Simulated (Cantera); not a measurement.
Thermodynamics of nitride etching, feed TiN + Cl₂ + N₂

Feed: 1 mol TiN, 7.4 mol Cl₂, 9.2 mol N₂, at 1723 K.

Method: chemical equilibrium by Gibbs-energy minimisation in Cantera with the NASA 1993 tables (ideal gas, pure condensed phases). Candidate condensed phases: Ti, TiCl₂, TiCl₃, TiCl₄, TiN; 9 gas species. The tables' values for TiCl₂ are old estimates; treat these amounts as uncertain. Equilibrium is a limit: real reactors are often held back by kinetics, nucleation or transport.

```json
[
 {"P (Pa)": "1", "log p N₂": "-5.37", "log p Cl": "-5.28", "log p Cl₂": "-9.23", "log p TiCl₄": "-7.92", "log p TiCl₃": "-6.42", "log p TiCl₂": "-7.29", "log p TiCl": "-10.29", "log p Ti": "-13.17"},
 {"P (Pa)": "10", "log p N₂": "-4.36", "log p Cl": "-4.29", "log p Cl₂": "-7.24", "log p TiCl₄": "-5.97", "log p TiCl₃": "-5.47", "log p TiCl₂": "-7.33", "log p TiCl": "-11.33", "log p Ti": "-15.20"},
 {"P (Pa)": "100", "log p N₂": "-3.35", "log p Cl": "-3.30", "log p Cl₂": "-5.27", "log p TiCl₄": "-4.46", "log p TiCl₃": "-4.94", "log p TiCl₂": "-7.78", "log p TiCl": "-12.76", "log p Ti": "<-15"},
 {"P (Pa)": "1000", "log p N₂": "-2.33", "log p Cl": "-2.36", "log p Cl₂": "-3.38", "log p TiCl₄": "-3.33", "log p TiCl₃": "-4.76", "log p TiCl₂": "-8.55", "log p TiCl": "<-14", "log p Ti": "<-14"},
 {"P (Pa)": "10000", "log p N₂": "-1.28", "log p Cl": "-1.57", "log p Cl₂": "-1.81", "log p TiCl₄": "-2.27", "log p TiCl₃": "-4.49", "log p TiCl₂": "-9.06", "log p TiCl": "<-13", "log p Ti": "<-13"},
 {"P (Pa)": "100000", "log p N₂": "-0.24", "log p Cl": "-0.96", "log p Cl₂": "-0.58", "log p TiCl₄": "-1.23", "log p TiCl₃": "-4.06", "log p TiCl₂": "-9.25", "log p TiCl": "<-12", "log p Ti": "<-12"}
]
```
log p: log10 of the partial pressure in bar; nothing condenses.

From 0.00750 Torr to 750 Torr nothing is condensed. The main Ti-bearing gas is TiCl₃ at 0.00750 Torr and TiCl₄ at 750 Torr.
